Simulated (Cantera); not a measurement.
A freely propagating, adiabatic, planar premixed flame of H₂ : O₂ : N₂ = 1 : 1 : 3.76 (molar parts), equivalence ratio 0.50, unburnt at 375 K and 9.87 atm; mixture-averaged transport, grid criteria slope 0.08 and curve 0.16, no radiation.

Model: the H2/O2 subset of GRI-Mech 3.0, which has no nitrogen chemistry, integrated in Cantera. The hydrogen kinetics of GRI-Mech 3.0 are dated; newer H2 mechanisms differ, most at raised pressure. Burning velocities carry a grid error of a few per cent, more on coarse grids. Lean hydrogen flames are cellular in practice and burn faster than this planar one.

```csv
quantity,before,after
laminar burning velocity,11.2 cm/s,1.58 cm/s
thermal thickness,0.141 mm,0.825 mm
peak x(H),0.000107,1.94e-6
peak x(H₂O₂),0.000235,9.77e-5
peak x(HO₂),0.000356,0.000119
```

Question: What was changed between the two runs?
A. inlet temperature 375 to 400 K
B. inlet temperature 375 to 675 K
C. H2 1 to 0.76 parts
D. inlet temperature 375 to 700 K

Answer: C, H2 1 to 0.76 parts
